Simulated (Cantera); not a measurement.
Charge: 1 mol SiH₂Cl₂, a varied amount of HCl, 2.4 mol H₂, at 2102 °C and 0.100 bar.

Method: chemical equilibrium by Gibbs-energy minimisation in Cantera with the NASA 1993 tables (ideal gas, pure condensed phases). Candidate condensed phases: Si; 19 gas species. Gases not in the tables: Si₂H₆ and higher silanes. Equilibrium is a limit: real reactors are often held back by kinetics, nucleation or transport.

Task: What share of the Si ends up in condensed phases as a function of n(HCl) (mol), at 0.28, 0.42, 0.64, 0.98, 1.5, 2.3, 3.5?

Result: 
| n(HCl) (mol) | Si condensed (%) | as |
|---|---|---|
| 0.28 | 26.9 | Si(l) |
| 0.42 | 21.9 | Si(l) |
| 0.64 | 14.0 | Si(l) |
| 0.98 | 1.7 | Si(l) |
| 1.5 | 0.0 | - |
| 2.3 | 0.0 | - |
| 3.5 | 0.0 | - |
